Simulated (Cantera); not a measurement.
A Cantera script and what it prints.

```python
import numpy as np
import cantera as ct

gas_names = """
    CL CL2 N N2 Si SiCL SiCL2 SiCL3 SiCL4 SiN Si2 Si2N Si3
""".split()
cond_names = """
    Si(cr) Si(L) Si3N4(a)
""".split()


# ... load() reads the species with a 1 bar reference pressure and builds the phases ...
atoms = {
    'SiCl4': {'Si': 1, 'CL': 4},
    'N2': {'N': 2},
}
top_T = {'Si3N4(a)': 2400}  # K; cautious upper limits of use, not melting points


# ... equilibrate(T, P, feed) seeds the gas with the atoms and calls Mixture.equilibrate('TP', solver="vcs", rtol=1e-11, max_steps=5000) ...
results = []
feed = {'SiCl4': 1, 'N2': 120}  # mol
T = 1150  # K
P = 3200  # Pa
mix = equilibrate(T, P, feed)
results.append((T, P, feed, dict(zip(mix.species_names, mix.species_moles))))
x = sorted(zip(gas.X, gas.species_names), reverse=True)
print(f"T = {T:g} K  P = {P:g} Pa  gas = {mix.phase_moles(0):.4g} mol")
print("   x: " + "  ".join(f"{s} {v:.3e}" for v, s in x if v > 0.001))
print("   condensed (mol): " + ("  ".join(f"{mix.phase(i).name} {mix.phase_moles(i):.4g}"
      for i in range(1, mix.n_phases) if mix.phase_moles(i) > 1e-12) or "none"))
```

It prints:

```
T = 1150 K  P = 3200 Pa  gas = 121 mol
   x: N2 9.917e-01  SiCL4 8.259e-03
   condensed (mol): none
```

Method: chemical equilibrium by Gibbs-energy minimisation in Cantera with the NASA 1993 tables (ideal gas, pure condensed phases).
